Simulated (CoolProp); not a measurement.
Ethylbenzene along the isotherm 620 K: Z from the reference equation and from simpler models built on Tc = 617.1 K, pc = 3.622 MPa, ω = 0.304; each cubic takes its own stable root.

Model: reference Helmholtz-energy equation of state, Zhou 2012, in CoolProp.

```
p (MPa)          phase  reference
-------  -------------  ---------
2.26               gas     0.7363
4.53     supercritical     0.2099
6.79     supercritical     0.2778
9.06     supercritical     0.3509
11.3     supercritical     0.4223
13.6     supercritical     0.4943
15.8     supercritical     0.5621
18.1     supercritical     0.6318
20.4     supercritical     0.7005
22.6     supercritical     0.7654
24.9     supercritical     0.8324
27.2     supercritical     0.8987
29.4     supercritical     0.9614
31.7     supercritical      1.026
34       supercritical      1.091
36.2     supercritical      1.152
```

Question: How far does each simpler model (van der Waals, Redlich-Kwong, Soave-Redlich-Kwong, Peng-Robinson) lie from the reference over these 16 states: mean and median of the absolute difference, and the worst?

Answer: 
- van der Waals: mean 41.2 %, median 42.4 %, worst +50.5 % at 620 K and 4.53 MPa
- Redlich-Kwong: mean 12.3 %, median 10.8 %, worst +27.5 % at 620 K and 4.53 MPa
- Soave-Redlich-Kwong: mean 12.5 %, median 10.9 %, worst +28.4 % at 620 K and 4.53 MPa
- Peng-Robinson: mean 3.4 %, median 2.1 %, worst +16.4 % at 620 K and 4.53 MPa
